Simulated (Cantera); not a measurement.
Input (Python, Cantera):

```python
import numpy as np
import cantera as ct

gas = ct.Solution("gri30.yaml")
gas.TPX = 1675, 400, {'C2H6': 1, 'N2': 3.3}
inlet = ct.Reservoir(gas, clone=True)

reactor = ct.IdealGasConstPressureReactor(gas, energy="off", clone=False)
exhaust = ct.Reservoir(gas, clone=True)
tau = [29, 9.1, 2.9, 0.89, 0.28, 0.087, 0.027, 0.0085, 0.0027][0]
for a, b in ((inlet, reactor), (reactor, exhaust)):
    ct.MassFlowController(a, b, mdot=lambda t: reactor.mass / tau)
net = ct.ReactorNet([reactor])
show = ['C2H6', 'C2H', 'CH3', 'H', 'H2', 'CH2', 'C2H4']

rows = []
print(f"{'tau/s':>10s}{'T/K':>9s}" + "".join(f"{s:>11s}" for s in show))
for tau in [29, 9.1, 2.9, 0.89, 0.28, 0.087, 0.027, 0.0085, 0.0027]:
    net.initial_time = 0.0
    net.advance(30 * tau)
    before = gas.X
    net.advance(40 * tau)
    drift = np.max(np.abs(gas.X - before) / (gas.X + 1e-9))
    rows.append([gas.T, *gas[show].X, drift])
    print(f"{tau:10.3e}{gas.T:9.1f}" + "".join(f"{x:11.3e}" for x in gas[show].X))
```

Result:

```
     tau/s      T/K       C2H6        C2H        CH3          H         H2        CH2       C2H4
 2.900e+01   1675.0  7.973e-06  2.798e-06  4.772e-04  1.119e-03  3.086e-01  1.556e-06  6.710e-05
 9.100e+00   1675.0  2.489e-05  2.913e-06  8.524e-04  1.156e-03  3.028e-01  2.706e-06  1.798e-04
 2.900e+00   1675.0  7.608e-05  3.074e-06  1.510e-03  1.206e-03  2.936e-01  4.572e-06  5.023e-04
 8.900e-01   1675.0  2.391e-04  3.309e-06  2.718e-03  1.276e-03  2.786e-01  7.649e-06  1.441e-03
 2.800e-01   1675.0  7.272e-04  3.614e-06  4.802e-03  1.364e-03  2.570e-01  1.232e-05  3.888e-03
 8.700e-02   1675.0  2.223e-03  3.947e-06  8.438e-03  1.461e-03  2.268e-01  1.950e-05  9.957e-03
 2.700e-02   1675.0  6.772e-03  4.108e-06  1.460e-02  1.539e-03  1.880e-01  3.038e-05  2.311e-02
 8.500e-03   1675.0  2.013e-02  3.620e-06  2.437e-02  1.533e-03  1.430e-01  4.570e-05  4.452e-02
 2.700e-03   1675.0  5.608e-02  2.094e-06  3.643e-02  1.341e-03  9.469e-02  6.101e-05  6.073e-02
```

Cantera simulation using GRI-Mech 3.0 (53 species, 325 reactions); the numbers are that mechanism's predictions, not measurements. GRI-Mech 3.0 stops at C3 and has no aromatics, soot or wall deposition, so with more carbon than oxygen in the feed, carbon stays in small species such as C2H2 where larger ones or solid carbon would form. Radical loss at walls, strong at low pressure, is not modelled.
